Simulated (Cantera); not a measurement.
An isothermal, constant-pressure homogeneous reactor starts with CH4 : N2 = 1 : 3 (molar parts), at 1698 K and 0.488 Torr.

Cantera simulation using GRI-Mech 3.0 (53 species, 325 reactions); the numbers are that mechanism's predictions, not measurements. GRI-Mech 3.0 stops at C3 and has no aromatics, soot or wall deposition, so with more carbon than oxygen in the feed, carbon stays in small species such as C2H2 where larger ones or solid carbon would form. Radical loss at walls, strong at low pressure, is not modelled.

Predict: x(CH4) at 8.00 s; x(H2) at 8.00 s; x(C2H2) at 8.00 s; x(HCN) at 8.00 s; x(C2H) at 8.00 s; x(H) at 8.00 s; x(CH2) at 8.00 s.


```json
{
 "x(CH4) at 8.00 s": "0.0262 (gas-phase equilibrium 3.09e-6)",
 "x(H2) at 8.00 s": "0.267 (gas-phase equilibrium 0.298)",
 "x(C2H2) at 8.00 s": "0.0889 (gas-phase equilibrium 0.0514)",
 "x(HCN) at 8.00 s": "1.75e-6 (gas-phase equilibrium 0.0969)",
 "x(C2H) at 8.00 s": "8.57e-7 (gas-phase equilibrium 2.97e-6)",
 "x(H) at 8.00 s": "0.000467 (gas-phase equilibrium 0.00312)",
 "x(CH2) at 8.00 s": "1.37e-6 (gas-phase equilibrium 7.06e-9)"
}
```
